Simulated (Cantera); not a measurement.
Ignition delay

Mixture: 4.77 % CH4, 0.405 % C2H6, 19.9 % O2, 74.9 % N2, at 0.490 bar, adiabatic and at constant pressure. Ignition delay is the time to a rise of 400 K.

Cantera simulation using GRI-Mech 3.0 (53 species, 325 reactions); the numbers are that mechanism's predictions, not measurements.

```
T0 (K)  delay (ms)
------  ----------
1275          3.73
1325          2.17
1375          1.31
1425         0.809
1475         0.520
1525         0.347
```

```
Item                                                     Value
--------------------------------------------------  ----------
apparent activation energy between 1425 and 1525 K  150 kJ/mol
```
